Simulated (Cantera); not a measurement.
Charge: 1 mol borazine, 4.8 mol H2O, held at 923.15 K and 0.105 Torr.

Method: chemical equilibrium by Gibbs-energy minimisation in Cantera with the NASA 1993 tables (ideal gas, pure condensed phases). Candidate condensed phases: B, BN, B2O3, B3O3H3, H2O; 39 gas species. The feed counts by its element totals alone. Rates play no part.

Base state: H2 0.806, N2 0.161, H2O 0.0322, HBO2 6.90e-5 (mole fractions); condensed: B2O3(l).

Q: What changes in the equilibrium state with this change: borazine replaced by B2O3?

A: 
```csv
species,before,after
H2O,0.0322,0.999
(HBO2)3,2.88e-6,0.000498
HBO2,6.90e-5,0.000384
H2,0.806,9.19e-7
N2,0.161,0
"B2O3(l), mol",1.50,0.995
```
Gases not in the tables: H3BO3.

Q: What changes in the equilibrium state with this change: H2O from 4.8 to 0.12 mol?

A: 
```tsv
species	before	after
H2	0.806	0.987
N2	0.161	0.0126
H2O	0.0322	0.000119
HBO2	6.90e-5	4.19e-6
B2O3(l), mol	1.50	0.0399
BN(s), mol	0	2.92
```

Q: What changes in the equilibrium state with this change: temperature from 923.15 K to 2250 K?

A: 
| species | before | after |
|---|---|---|
| H | 1.87e-8 | 0.350 |
| H2 | 0.806 | 0.311 |
| N2 | 0.161 | 0.106 |
| BO | <1e-9 | 0.0980 |
| B2O3 | <1e-9 | 0.0175 |
| BO2 | <1e-9 | 0.0120 |
| HBO2 | 6.90e-5 | 0.0589 |
| H2O | 0.0322 | 0.0295 |
| OH | <1e-9 | 0.00499 |
| O | <1e-9 | 0.00387 |
| HBO | 2.68e-9 | 0.00746 |
| B2O2 | <1e-9 | 0.000350 |
| O2 | <1e-9 | 0.000154 |
| B2O3(l), mol | 1.50 | 0 |
